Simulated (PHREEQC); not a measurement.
**Polishing slurry liquid: an equilibrium model**

Solution (25 °C): 0.004 mol H2SO4, 0.094 mol Al(NO3)3 and 0.013 mol CO2 per kg of water. Closed to the air; pH follows from the charge balance.

Equilibrium calculation in PHREEQC: ion-association model, phreeqc.dat.

This is a speciation only: nothing precipitates in the calculation.

Task: What pH does the model give?

Result: pH 2.22.

Task: In which forms is S present?

Result: AlSO4+ 86 %, SO4-2 12 %, HSO4- 1.9 %, Al(SO4)2- 0.5 % of the S.
